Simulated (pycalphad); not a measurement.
Computed with pycalphad from the COST 507 light-alloy database (1999), at 1 atm. These are 1990s assessments: newer ones move some temperatures and phases. Amounts are mole fractions of atoms.

**Question.** Give the equilibrium state of Ti-1.24Hf-7.04B (at.%) at 1050 K.

**Answer.** 
```
T = 1050.00 K, P = 101325 Pa, N = 1 mol of atoms
G = -58014 J/mol, H = 10310 J/mol, S = 65.07 J/(mol K)  (SER reference)
chemical potentials (J/mol): Ti -48232, Hf -95851, B -178797
phase             fraction      x(Ti)      x(Hf)       x(B)
HCP_A3              0.8614     0.9845     0.0143     0.0013
BM                  0.1386     0.4991     0.0009     0.5000
```

**Question.** Give the equilibrium state of Ti-1.24Hf-7.04B (at.%) at 1500 K.

**Answer.** bcc, fraction 0.862, with 1.4 Hf, 0.18 B at.%; BM, fraction 0.138, with 0.11 Hf, 50.0 B at.%.

Database names, with the compositions (at.%) that they take in these runs: BM: Ti 50 B 50. HCP_A3 is hcp.
